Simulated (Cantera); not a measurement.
Mixture: H2 : O2 : N2 = 1 : 0.515 : 1.94 (molar parts), at 26.0 bar, adiabatic and at constant volume. Ignition delay is the time to a rise of 400 K.

Detailed kinetics in Cantera: the H2/O2 subset of GRI-Mech 3.0, which has no nitrogen chemistry. The hydrogen kinetics of GRI-Mech 3.0 are dated; newer H2 mechanisms differ, most at raised pressure. The pressure lies above the range GRI-Mech 3.0 was tuned for (to about 10 atm).

```tsv
quantity	before	after
delay at 1075 K	1.07 ms	0.749 ms
delay at 1175 K	0.171 ms	0.126 ms
delay at 1275 K	29.0 µs	23.3 µs
delay at 1375 K	3.76 µs	3.98 µs
delay at 1475 K	0.919 µs	1.06 µs
apparent activation energy between 1425 and 1525 K	160 kJ/mol	160 kJ/mol
```

What was changed between the two runs?
A) pressure from 26.0 bar to 0.430 bar
B) H2 1 to 2.4 parts
C) pressure from 26.0 bar to 1.01 bar
D) O2 0.515 to 0.37 parts

B, H2 1 to 2.4 parts
